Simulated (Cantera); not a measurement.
## PbS + H₂ + N₂ (hydrogen reduction and annealing atmospheres)

Input: 1 mol PbS, 89 mol H₂, 3.8 mol N₂, held at 2098 K.

Equilibrium computed with Cantera from the NASA thermochemical tables; the gas is ideal and each condensed phase is pure. Candidate condensed phases: Pb, PbS, S; 18 gas species. Rates play no part.

```tsv
P (Pa)	x H₂	x H	x N₂	x Pb	x H₂S	x S	x SH	x PbS
10	0.691	0.256	0.0350	0.00919	4.22e-5	0.00782	0.000975	1.45e-5
36	0.799	0.145	0.0372	0.00975	0.000154	0.00687	0.00175	4.87e-5
130	0.863	0.0793	0.0386	0.0100	0.000445	0.00508	0.00255	0.000134
460	0.899	0.0430	0.0394	0.0101	0.00103	0.00320	0.00309	0.000300
1700	0.919	0.0226	0.0399	0.00991	0.00209	0.00171	0.00321	0.000583
6000	0.929	0.0121	0.0401	0.00961	0.00356	0.000818	0.00290	0.000953
22000	0.934	0.00634	0.0403	0.00925	0.00529	0.000330	0.00224	0.00136
77000	0.937	0.00339	0.0404	0.00897	0.00670	0.000119	0.00152	0.00166
280000	0.938	0.00178	0.0404	0.00879	0.00763	3.72e-5	0.000904	0.00185
1000000	0.939	0.000943	0.0405	0.00870	0.00812	1.11e-5	0.000509	0.00195
```
x: gas mole fraction; nothing condenses.

From 0.0750 Torr to 7500 Torr nothing is condensed. The main Pb-bearing gas is Pb throughout.
